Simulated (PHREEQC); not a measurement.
## Nickel, zinc or cadmium bath: speciation

Consider water at 31 °C with 11 mmol/kgw ZnSO4, 0.37 mmol/kgw NaCl and 0.16 mmol/kgw FeSO4. Closed to the air; pH follows from the charge balance.

Computed with PHREEQC (ion-association model, phreeqc.dat).

No solid was allowed to form.

### Question
Estimate the pH, specific conductance, ionic strength.

### Answer
pH 5.66; specific conductance 1810 µS/cm; ionic strength 0.0299 mol/kgw.

### Question
In which forms is Cl present?

### Answer
Cl- 99 %, ZnCl+ 1.3 % of the Cl.

Species that the database lacks are ignored.
